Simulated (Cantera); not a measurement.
Input: 1 mol Fe2O3, 0.098 mol SO3, 1.3 mol N2, 0.38 mol SO2, held at 7.00 bar.

These are equilibrium values from Cantera (NASA tables, ideal gas, pure condensed phases), not measurements of a reactor. Candidate condensed phases: Fe, FeO, FeS, FeSO4, FeS2, Fe2O3, Fe2(SO4)3, Fe3O4, S; 19 gas species. Mutual solubility and eutectic melting of coexisting phases are not modelled. The numbers say what is thermodynamically allowed, not how fast it happens.

Which condensed phases are stable at each of these points (T (K)): 600, 700, 800, 900, 1000, 1100, 1200, 1300, 1400, 1500, 1600, 1700, 1800?


```csv
T (K),condensed phases,Fe condensed (%)
600,FeSO4(s) + FeS2(s) + Fe2O3(s),100.0
700,FeSO4(s) + Fe2O3(s),100.0
800,FeSO4(s) + Fe2O3(s),100.0
900,FeSO4(s) + Fe2O3(s),100.0
1000,Fe2O3(s) + Fe2(SO4)3(s),100.0
1100,Fe2O3(s),100.0
1200,Fe2O3(s),100.0
1300,Fe2O3(s),100.0
1400,Fe2O3(s),100.0
1500,Fe2O3(s),100.0
1600,Fe2O3(s),100.0
1700,Fe2O3(s) + Fe3O4(s),100.0
1800,Fe3O4(s),100.0
```

At 600 K the condensed part is FeSO4(s) + FeS2(s) + Fe2O3(s). From 700 K to 900 K the condensed part is FeSO4(s) + Fe2O3(s). At 1000 K the condensed part is Fe2O3(s) + Fe2(SO4)3(s). From 1100 K to 1600 K the condensed part is Fe2O3(s). At 1700 K the condensed part is Fe2O3(s) + Fe3O4(s). At 1800 K the condensed part is Fe3O4(s).
